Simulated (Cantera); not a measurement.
Thermodynamics of tantalum, niobium, vanadium and zirconium in process gases, feed Zr + H2O + N2

Input: 1 mol Zr, 1.5 mol H2O, 12 mol N2, held at 2150 K.

Equilibrium computed with Cantera from the NASA thermochemical tables; the gas is ideal and each condensed phase is pure. Candidate condensed phases: H2O, Zr, ZrN, ZrO2; 28 gas species. Mutual solubility and eutectic melting of coexisting phases are not modelled. ZrN: taken at fixed stoichiometry. Condensed phases not in the tables: solid solutions among these carbides, nitrides and lower oxides. The numbers say what is thermodynamically allowed, not how fast it happens.

```json
[
 {"P (Pa)": "0.100", "x N2": "0.775", "x H": "0.190", "x H2": "0.00202", "x ZrO": "0.0323", "x ZrO2": "0.000851", "x Zr": "6.98e-5", "x O": "0.000121", "n ZrO2(tetragonal)": "0.486", "n ZrN(s)": "0"},
 {"P (Pa)": "0.600", "x N2": "0.791", "x H": "0.177", "x H2": "0.0106", "x ZrO": "0.0214", "x ZrO2": "0.000142", "x Zr": "0.000184", "x O": "5.09e-6", "n ZrO2(tetragonal)": "0.586", "n ZrN(s)": "0.0856"},
 {"P (Pa)": "3.60", "x N2": "0.826", "x H": "0.135", "x H2": "0.0368", "x ZrO": "0.00225", "x ZrO2": "2.36e-5", "x Zr": "1.22e-5", "x O": "1.34e-6", "n ZrO2(tetragonal)": "0.733", "n ZrN(s)": "0.234"},
 {"P (Pa)": "22", "x N2": "0.854", "x H": "0.0753", "x H2": "0.0702", "x ZrO": "0.000232", "x ZrO2": "3.87e-6", "x Zr": "7.97e-7", "x O": "3.48e-7", "n ZrO2(tetragonal)": "0.748", "n ZrN(s)": "0.248"},
 {"P (Pa)": "130", "x N2": "0.872", "x H": "0.0356", "x H2": "0.0924", "x ZrO": "2.51e-5", "x ZrO2": "6.55e-7", "x Zr": "5.49e-8", "x O": "9.24e-8", "n ZrO2(tetragonal)": "0.750", "n ZrN(s)": "0.250"},
 {"P (Pa)": "770", "x N2": "0.881", "x H": "0.0155", "x H2": "0.104", "x ZrO": "2.71e-6", "x ZrO2": "1.11e-7", "x Zr": "3.79e-9", "x O": "2.44e-8", "n ZrO2(tetragonal)": "0.750", "n ZrN(s)": "0.250"},
 {"P (Pa)": "4600", "x N2": "0.885", "x H": "0.00648", "x H2": "0.109", "x ZrO": "2.90e-7", "x ZrO2": "1.85e-8", "x Zr": "2.59e-10", "x O": "6.39e-9", "n ZrO2(tetragonal)": "0.750", "n ZrN(s)": "0.250"},
 {"P (Pa)": "28000", "x N2": "0.887", "x H": "0.00265", "x H2": "0.111", "x ZrO": "3.03e-8", "x ZrO2": "3.04e-9", "x Zr": "1.72e-11", "x O": "1.65e-9", "n ZrO2(tetragonal)": "0.750", "n ZrN(s)": "0.250"},
 {"P (Pa)": "170000", "x N2": "0.887", "x H": "0.00108", "x H2": "0.111", "x ZrO": "3.18e-9", "x ZrO2": "5.01e-10", "x Zr": "1.15e-12", "x O": "4.27e-10", "n ZrO2(tetragonal)": "0.750", "n ZrN(s)": "0.250"},
 {"P (Pa)": "1000000", "x N2": "0.888", "x H": "0.000446", "x H2": "0.112", "x ZrO": "3.47e-10", "x ZrO2": "8.51e-11", "x Zr": "<1e-12", "x O": "1.13e-10", "n ZrO2(tetragonal)": "0.749", "n ZrN(s)": "0.251"}
]
```
x: gas mole fraction; n: condensed amount in mol.

At 0.100 Pa the condensed part is ZrO2(tetragonal). From 0.600 Pa to 10.0 bar the condensed part is ZrN(s) + ZrO2(tetragonal).
